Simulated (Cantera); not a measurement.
Cantera run:

```python
import numpy as np
import cantera as ct

gas_names = """
    HCL H2 CL
""".split()
cond_names = """
    Ti(a) Ti(b) Ti(L) TiCL4(L) TiCL3(s)
""".split()


# ... load() reads the species with a 1 bar reference pressure and builds the phases ...
species = {s.name: s for s in load("nasa_gas.yaml", gas_names) + load("nasa_condensed.yaml", cond_names)}
# Each term lists the table entries of one substance; the one whose range holds T is used.
reactions = {
    '4 HCl(g) + Ti = TiCl4 + 2 H2(g)':
        [(-4, ['HCL']), (-1, ['Ti(a)', 'Ti(b)', 'Ti(L)']), (1, ['TiCL4(L)']), (2, ['H2'])],
    'TiCl3 = 3 Cl(g) + Ti':
        [(-1, ['TiCL3(s)']), (3, ['CL']), (1, ['Ti(a)', 'Ti(b)', 'Ti(L)'])],
}


def pick(names, T):
    return next(species[n] for n in names if species[n].thermo.min_temp <= T <= species[n].thermo.max_temp)


results = []
for label, terms in reactions.items():
    print(label)
    print("     T/K   dH/kJ  dS/(J/K)   dG/kJ   log10 K")
    for T in [300, 425, 435, 445, 455, 465, 475, 485, 495, 505, 515]:
        used = [(nu, pick(names, T)) for nu, names in terms]
        dH = sum(nu * s.thermo.h(T) for nu, s in used) / 1e6
        dS = sum(nu * s.thermo.s(T) for nu, s in used) / 1e3
        dG = dH - T * dS / 1e3
        logK = -dG * 1e6 / (ct.gas_constant * T * np.log(10))
        results.append((label, T, dH, dS, dG, logK, [s.name for _, s in used]))
        print(f"{T:8g} {dH:8.1f} {dS:8.1f} {dG:8.1f} {logK:8.2f}")
```

Output:

```
4 HCl(g) + Ti = TiCl4 + 2 H2(g)
     T/K   dH/kJ  dS/(J/K)   dG/kJ   log10 K
     300   -434.8   -264.2   -355.6    61.91
     425   -427.2   -242.8   -324.0    39.82
     435   -426.5   -241.4   -321.6    38.61
     445   -425.9   -240.0   -319.1    37.46
     455   -425.3   -238.6   -316.8    36.36
     465   -424.7   -237.3   -314.4    35.31
     475   -424.1   -236.0   -312.0    34.31
     485   -423.5   -234.7   -309.7    33.35
     495   -422.9   -233.4   -307.3    32.43
     505   -422.3   -232.2   -305.0    31.55
     515   -421.6   -231.0   -302.7    30.70
TiCl3 = 3 Cl(g) + Ti
     T/K   dH/kJ  dS/(J/K)   dG/kJ   log10 K
     300   1085.6    386.5    969.7  -168.84
     425   1084.9    384.5    921.5  -113.26
     435   1084.9    384.4    917.7  -110.19
     445   1084.8    384.3    913.8  -107.26
     455   1084.8    384.2    910.0  -104.47
     465   1084.7    384.1    906.1  -101.79
     475   1084.7    384.0    902.3   -99.22
     485   1084.7    383.9    898.5   -96.76
     495   1084.6    383.8    894.6   -94.40
     505   1084.6    383.7    890.8   -92.14
     515   1084.5    383.6    887.0   -89.96
```

Source: NASA polynomial tables (part measured, part estimated), evaluated in Cantera. Condensed species are held in their standard states even where they would react or evaporate.
